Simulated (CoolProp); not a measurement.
The fluid at 298.15 K and 17 MPa is compressed adiabatically to 107 MPa with isentropic efficiency 0.7. The same conditions are run with several fluids, on thermodynamics alone (safety and materials aside).

The numbers come from the reference Helmholtz-energy equation of state of each fluid (ethylene: Smukala 2000; dry air: Lemmon 2000; normal hydrogen: Leachman 2009) in CoolProp. Blends and air are pseudo-pure fits.

| fluid | work (kJ/kg) | final temperature (K) | final density (kg/m³) |
|---|---|---|---|
| ethylene | 286 | 393.8 | 469 |
| dry air | 381 | 595.3 | 402 |
| normal hydrogen | 5270 | 607.3 | 31.9 |
